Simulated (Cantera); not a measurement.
# CuO + H2 + N2 (hydrogen reduction and annealing atmospheres)

Charge: 1 mol CuO, 2300 mol H2, 1.5 mol N2, held at 0.100 bar.

Method: chemical equilibrium by Gibbs-energy minimisation in Cantera with the NASA 1993 tables (ideal gas, pure condensed phases). Candidate condensed phases: Cu, CuO, Cu(OH)2, Cu2O, H2O; 27 gas species. The numbers say what is thermodynamically allowed, not how fast it happens.

From 1423 K to 1573 K the condensed part is Cu(l). From 1623 K to 1873 K nothing is condensed. The main Cu-bearing gas is Cu throughout.

| T (K) | x H2 | x H | x N2 | x H2O | x Cu | n Cu(l) |
|---|---|---|---|---|---|---|
| 1423 | 0.999 | 2.10e-5 | 0.000652 | 0.000434 | 2.09e-5 | 0.952 |
| 1473 | 0.999 | 4.00e-5 | 0.000652 | 0.000434 | 5.17e-5 | 0.881 |
| 1523 | 0.999 | 7.30e-5 | 0.000652 | 0.000434 | 0.000120 | 0.723 |
| 1573 | 0.999 | 0.000128 | 0.000651 | 0.000434 | 0.000265 | 0.389 |
| 1623 | 0.998 | 0.000218 | 0.000651 | 0.000434 | 0.000434 | 0 |
| 1673 | 0.998 | 0.000360 | 0.000651 | 0.000434 | 0.000434 | 0 |
| 1723 | 0.998 | 0.000576 | 0.000651 | 0.000434 | 0.000434 | 0 |
| 1773 | 0.998 | 0.000899 | 0.000651 | 0.000434 | 0.000434 | 0 |
| 1823 | 0.997 | 0.00137 | 0.000651 | 0.000434 | 0.000434 | 0 |
| 1873 | 0.996 | 0.00204 | 0.000651 | 0.000434 | 0.000434 | 0 |
x: gas mole fraction; n: condensed amount in mol.
